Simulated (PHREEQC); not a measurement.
A solution holds 0.0034 mol BaCl2, 0.00015 mol NaHCO3 and 0.0015 mol NaCl per kg of water, at 20 °C. Closed to the air; pH follows from the charge balance.

Computed with PHREEQC (Pitzer model, pitzer.dat).

Each row changes one thing in this solution. Precipitation was switched off in this run.

```tsv
case	pH	CO2 (mol/kgw)	CO3-2 (mol/kgw)	SI of Halite (NaCl)
as made	8.14	2.25e-6	1.21e-6	-6.53
NaHCO3 from 0.00015 to 3e-05 mol/kgw	7.91	7.53e-7	1.42e-7	-6.56
NaCl from 0.0015 to 0.00225 mol/kgw	8.14	2.26e-6	1.22e-6	(withheld)
diluted 5-fold with water	7.94	7.44e-7	1.25e-7	-7.88
NaCl from 0.0015 to 0.0003 mol/kgw	8.14	2.23e-6	1.19e-6	-7.16
temperature from 20 to 40 °C	(withheld)	3.38e-6	9.41e-7	-6.57
BaCl2 left out	8.19	2.18e-6	1.09e-6	-7.21
```

### Question
Fill in the missing entries.

### Answer

- NaCl from 0.0015 to 0.00225 mol/kgw, SI of Halite (NaCl): -6.33
- temperature from 20 to 40 °C, pH: 7.87

Constants without temperature data keep their 25 °C values here.
